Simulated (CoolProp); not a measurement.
Vapour-liquid equilibrium of R143a (1) + fluoroethane (R161) (2) at 198.6 K; x and y are mole fractions of (1).

Values from CoolProp's multi-fluid Helmholtz-energy mixture model, Lemmon and Jacobsen 2000 and Wu 2012; pair parameters Bell 2016.

### Question
Give the bubble pressure and the first vapour's composition at x = 0.2, 0.575, 0.725. Is there an azeotrope?

### Answer
x = 0.2: 0.01507 MPa, y = 0.318; x = 0.575: 0.01875 MPa, y = 0.698; x = 0.725: 0.02011 MPa, y = 0.815. No azeotrope shows between x = 0.05 and 0.95.

The pair parameters rest on a limited set of measurements; away from them the model extrapolates.
